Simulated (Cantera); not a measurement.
A closed system holds: 1 mol Fe(CO)5, 0.14 mol H2, 2.7 mol N2, 0.061 mol CO, at 133 Pa.

Points: T (K) = 775, 850, 925, 1000, 1075, 1150, 1225.

Cantera's Mixture.equilibrate('TP', solver="vcs", rtol=1e-11, max_steps=5000) on the NASA tables stopped like this:

```
T = 775 K  P = 133.322 Pa  gas = 7.284 mol
   x: CO 5.260e-01  N2 3.707e-01  CO2 8.407e-02  H2 1.863e-02  H2O 5.898e-04
   condensed (mol): C(gr) 0.6167  Fe(a) 1
ERROR: FAILURE its = 5001!

*******************************************************************************
CanteraError thrown by MultiPhase::equilibrate:
VCS solver failed. Return code: -1
*******************************************************************************
```

Q: What got this run through?

A: Several could match; the one computed here: The failure is numerical, not chemical. The same input converged with solver="gibbs", rtol=1e-10, max_steps=50000, and the result passed a check of the equilibrium conditions:
```
T = 775 K  P = 133.322 Pa  gas = 7.284 mol
   x: CO 5.260e-01  N2 3.707e-01  CO2 8.407e-02  H2 1.863e-02  H2O 5.898e-04
   condensed (mol): C(gr) 0.6167  Fe(a) 1
T = 850 K  P = 133.322 Pa  gas = 7.812 mol
   x: CO 6.253e-01  N2 3.456e-01  H2 1.781e-02  CO2 1.123e-02  H2O 1.048e-04
   condensed (mol): C(gr) 0.08853  Fe(a) 1
T = 925 K  P = 133.322 Pa  gas = 7.888 mol
   x: CO 6.383e-01  N2 3.423e-01  H2 1.773e-02  CO2 1.633e-03
   condensed (mol): C(gr) 0.01306  Fe(a) 1
T = 1000 K  P = 133.322 Pa  gas = 7.899 mol
   x: CO 6.401e-01  N2 3.418e-01  H2 1.772e-02  CO2 3.099e-04
   condensed (mol): C(gr) 0.002492  Fe(a) 1
T = 1075 K  P = 133.322 Pa  gas = 7.9 mol
   x: CO 6.405e-01  N2 3.418e-01  H2 1.772e-02
   condensed (mol): C(gr) 0.0005924  Fe(a) 1
T = 1150 K  P = 133.322 Pa  gas = 7.901 mol
   x: CO 6.405e-01  N2 3.417e-01  H2 1.772e-02
   condensed (mol): C(gr) 0.0001502  Fe(a) 1
T = 1225 K  P = 133.322 Pa  gas = 7.901 mol
   x: CO 6.405e-01  N2 3.417e-01  H2 1.771e-02
   condensed (mol): Fe(c) 1
```

The gas is ideal and each condensed phase is pure. Condensed phases not in the tables: cementite and carbon dissolved in iron.
